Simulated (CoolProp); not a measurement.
Vapour-liquid equilibrium of diethyl ether (1) + ethanol (2) at 431.7 K; x and y are mole fractions of (1).

Values from CoolProp's multi-fluid Helmholtz-energy mixture model, Thol 2014 and Schroeder 2014; pair parameters Bell 2016.

```
x      bubble pressure, mixture model (MPa)  bubble pressure, Raoult's law (MPa)  y, mixture model  y, Raoult's law
-----  ------------------------------------  -----------------------------------  ----------------  ---------------
0.05                                  1.309                                1.257             0.105            0.082
0.125                                 1.439                                1.321             0.231            0.196
0.2                                   1.553                                1.385             0.330            0.299
0.275                                 1.654                                1.449             0.411            0.393
0.35                                  1.741                                1.514             0.481            0.478
0.425                                 1.816                                1.578             0.542            0.557
0.5                                   1.882                                1.642             0.598            0.630
0.575                                 1.938                                1.706             0.651            0.697
0.65                                  1.985                                1.770             0.705            0.760
0.725                                 2.024                                1.834             0.759            0.818
0.8                                   2.053                                1.898             0.817            0.872
0.875                                 2.071                                1.962             0.880            0.923
0.95                                  2.075                                2.026             0.949            0.970
```

The largest gap from Raoult's law is +15.1 % in bubble pressure, at x = 0.425. y crosses x between x = 0.875 and 0.95: the model has an azeotrope there.

The pair parameters rest on a limited set of measurements; away from them the model extrapolates.
